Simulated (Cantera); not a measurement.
# Stirred combustor or abatement burner

A perfectly stirred reactor is fed with CH₄ : CO : O₂ : N₂ = 1 : 0.047 : 3.89 : 14.6 (molar parts), equivalence ratio 0.52, at 16.0 bar; it is adiabatic with a 500 K inlet, and is followed from long to short residence time, starting on the burning branch (τ in s: 0.067, 0.024, 0.0087, 0.0031, 0.0011, 0.00041, 0.00015, 5.3e-05, 1.9e-05, 6.9e-06).

Computed with Cantera and GRI-Mech 3.0 (53 species, 325 reactions). The pressure lies above the range GRI-Mech 3.0 was tuned for (to about 10 atm).

| τ (s) | T (K) | x CH₄ | x CO | x O₂ | x NO | x C₂H |
|---|---|---|---|---|---|---|
| 0.067 | 1684 | 8.70e-6 | 9.52e-5 | 0.0957 | 2.53e-6 | <1e-12 |
| 0.024 | 1682 | 2.04e-5 | 0.000227 | 0.0957 | 1.72e-6 | 2.24e-12 |
| 0.0087 | 1679 | 4.71e-5 | 0.000533 | 0.0959 | 1.38e-6 | 9.68e-12 |
| 0.0031 | 1671 | 0.000116 | 0.00133 | 0.0965 | 1.15e-6 | 3.75e-11 |
| 0.0011 | 1645 | 0.000352 | 0.00392 | 0.0983 | 7.67e-7 | 1.16e-10 |
| 0.00041 | 500 | 0.0512 | 0.00241 | 0.199 | <1e-12 | <1e-12 |
| 0.00015 | 500 | 0.0512 | 0.00241 | 0.199 | <1e-12 | <1e-12 |
| 5.3e-5 | 500 | 0.0512 | 0.00241 | 0.199 | <1e-12 | <1e-12 |
| 1.9e-5 | 500 | 0.0512 | 0.00241 | 0.199 | <1e-12 | <1e-12 |
| 6.9e-6 | 500 | 0.0512 | 0.00241 | 0.199 | <1e-12 | <1e-12 |
x: mole fraction; the columns are a selection and need not sum to one.
